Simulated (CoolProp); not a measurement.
A Linde-Hampson liquefier for ethylene: isothermal reversible compression at 300 K from 1 atm to 20 MPa, throttling to 1 atm, return gas leaving the recuperator 0 K below the feed. Each further row changes one setting.

Computed with CoolProp (reference Helmholtz-energy equation of state, Smukala 2000).

| case | liquid yield per pass | compression work (kJ/kg of gas) |
|---|---|---|
| as stated | … | 373 |
| high pressure 40 MPa | … | … |
| warm-end temperature 330 K | … | … |
| warm-end gap 5 K | … | 373 |

Task: Complete the blanks.

Result: 
- as stated, liquid yield per pass: 0.477
- high pressure 40 MPa, liquid yield per pass: 0.476
- high pressure 40 MPa, compression work (kJ/kg of gas): 420
- warm-end temperature 330 K, liquid yield per pass: 0.387
- warm-end temperature 330 K, compression work (kJ/kg of gas): 440
- warm-end gap 5 K, liquid yield per pass: 0.471
